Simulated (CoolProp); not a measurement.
Values from CoolProp's reference Helmholtz-energy equation of state, Lemmon 2003. It is a pseudo-pure fit of the blend.

Q: For R404A, give the phase and the Z, cp (kJ/(kg K)), cv (kJ/(kg K)), expansivity (1/kK) at 36.05 °C and 12.9 MPa; 48.25 °C and 0.5 MPa.

A: 
- 36.05 °C and 12.9 MPa: liquid; Z 0.447, cp 1.39, cv 0.926, expansivity 3.07
- 48.25 °C and 0.5 MPa: gas; Z 0.934, cp 0.961, cv 0.843, expansivity 3.93
